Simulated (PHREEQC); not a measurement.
**City or well water: an equilibrium model**

Synthetic water in mg/kgw, 25 °C, pH 6.23, pe 10.5: Na 1.57; K 20.5; Ca 24.6; Mg 2.05; Cl 12.7; S(6) as SO4 40.4; Alkalinity as HCO3 49.1; Pb 0.75.

Cl is adjusted to close the charge balance.
Valence states are taken as typed.

All values are PHREEQC results (ion-association model, wateq4f.dat), not measurements.

Each row changes one thing in this solution. This is a speciation only: nothing precipitates in the calculation.

```json
[
 {"case": "as made", "ionic strength (mol/kgw)": "0.00297", "CO2 (mol/kgw)": "0.000994", "HCO3- (mol/kgw)": "0.000797", "Ca+2 (mol/kgw)": "0.000581", "SO4-2 (mol/kgw)": "0.000387", "Mg+2 (mol/kgw)": "7.92e-5", "SI of Pb(OH)2 (Pb(OH)2)": "-1.63", "SI of Anglesite (PbSO4)": "-1.67"},
 {"case": "pH from 6.23 to 5.5 at the same alkalinity", "ionic strength (mol/kgw)": "0.00297", "CO2 (mol/kgw)": "0.00537", "HCO3- (mol/kgw)": "0.000801", "Ca+2 (mol/kgw)": "0.000581", "SO4-2 (mol/kgw)": "0.000387", "Mg+2 (mol/kgw)": "7.92e-5", "SI of Pb(OH)2 (Pb(OH)2)": "-2.95", "SI of Anglesite (PbSO4)": "-1.53"},
 {"case": "all concentrations times 2 at the same typed pH", "ionic strength (mol/kgw)": "0.00577", "CO2 (mol/kgw)": "0.00194", "HCO3- (mol/kgw)": "0.00158", "Ca+2 (mol/kgw)": "0.00112", "SO4-2 (mol/kgw)": "0.000735", "Mg+2 (mol/kgw)": "0.000153", "SI of Pb(OH)2 (Pb(OH)2)": "-1.53", "SI of Anglesite (PbSO4)": "…"},
 {"case": "pH from 6.23 to 5.93 at the same alkalinity", "ionic strength (mol/kgw)": "0.00297", "CO2 (mol/kgw)": "…", "HCO3- (mol/kgw)": "0.000798", "Ca+2 (mol/kgw)": "0.000581", "SO4-2 (mol/kgw)": "0.000387", "Mg+2 (mol/kgw)": "7.92e-5", "SI of Pb(OH)2 (Pb(OH)2)": "…", "SI of Anglesite (PbSO4)": "-1.59"},
 {"case": "K from 20.5 to 61.5 mg/kgw", "ionic strength (mol/kgw)": "0.00402", "CO2 (mol/kgw)": "0.000986", "HCO3- (mol/kgw)": "0.000797", "Ca+2 (mol/kgw)": "0.000583", "SO4-2 (mol/kgw)": "0.000387", "Mg+2 (mol/kgw)": "7.95e-5", "SI of Pb(OH)2 (Pb(OH)2)": "-1.64", "SI of Anglesite (PbSO4)": "…"}
]
```

What belongs in the gaps?


- all concentrations times 2 at the same typed pH, SI of Anglesite (PbSO4): -1.32
- pH from 6.23 to 5.93 at the same alkalinity, CO2 (mol/kgw): 0.00199
- pH from 6.23 to 5.93 at the same alkalinity, SI of Pb(OH)2 (Pb(OH)2): -2.15
- K from 20.5 to 61.5 mg/kgw, SI of Anglesite (PbSO4): -1.69

Some of these states are supersaturated (in Cerrusite, for instance).
